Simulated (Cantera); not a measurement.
What does this Cantera script print?

```python
import numpy as np
import cantera as ct

gas_names = """
    C CN CO CO2 C2 CCN CNC C2N2 C2O C3 C3O2 C4 C4N2 C5 N NCO NO NO2 NO3 N2 N2O O O2 O3 Si SiC SiC2 SiN
    SiO SiO2 Si2 Si2C Si2N Si3
""".split()
cond_names = """
    C(gr) Si(cr) Si(L) SiC(b) SiO2(Lqz) SiO2(hqz) SiO2(L) Si2N2O(s) Si3N4(a)
""".split()


# ... load() reads the species with a 1 bar reference pressure and builds the phases ...
atoms = {
    'SiC': {'Si': 1, 'C': 1},
    'N2O': {'N': 2, 'O': 1},
    'N2': {'N': 2},
}
top_T = {'C(gr)': 4500, 'SiC(b)': 3050, 'Si2N2O(s)': 2100, 'Si3N4(a)': 2400}  # K; cautious upper limits of use, not melting points


# ... equilibrate(T, P, feed) seeds the gas with the atoms and calls Mixture.equilibrate('TP', solver="vcs", rtol=1e-11, max_steps=5000) ...
results = []
feed = {'SiC': 1, 'N2O': 0.027, 'N2': 30}  # mol
P = 41000  # Pa
for T in [1048, 1148, 1248, 1348, 1448, 1548, 1648, 1748]:
    mix = equilibrate(T, P, feed)
    results.append((T, P, feed, dict(zip(mix.species_names, mix.species_moles))))

top = {s: max(r[3][s] / sum(r[3][g] for g in gas_names) for r in results) for s in gas_names}
cols = sorted((s for s in top if top[s] > 0.001), key=lambda s: -top[s])[:5]
seen = [c for c in cond_names if any(r[3].get(c, 0) > 1e-12 for r in results)]
print("log10 of partial pressures in bar; condensed amounts in mol")
print(f"{'T/K':>10s}" + "".join(f"{s[:9]:>10s}" for s in cols + seen))
for T, P, feed, n in results:
    ng = sum(n[g] for g in gas_names)
    print(f"{T:10.4g}" + "".join(f"{np.log10(max(n[s] / ng * P / 1e5, 1e-99)):10.3f}" for s in cols)
          + "".join(f"{n.get(c, 0):10.4g}" for c in seen))
```

Output:

```
log10 of partial pressures in bar; condensed amounts in mol
       T/K        N2     C(gr)    SiC(b) Si2N2O(s)  Si3N4(a)
      1048    -0.387         1         0     0.027    0.3153
      1148    -0.387         1         0     0.027    0.3153
      1248    -0.387         1         0   0.02698    0.3153
      1348    -0.387    0.9998         0   0.02675    0.3155
      1448    -0.387    0.9982         0   0.02515    0.3166
      1548    -0.387    0.9893         0   0.01633    0.3224
      1648    -0.388         0    0.9731         0  0.008923
      1748    -0.388         0    0.9737         0   0.00856
```

Method: chemical equilibrium by Gibbs-energy minimisation in Cantera with the NASA 1993 tables (ideal gas, pure condensed phases). Mutual solubility and eutectic melting of coexisting phases are not modelled.
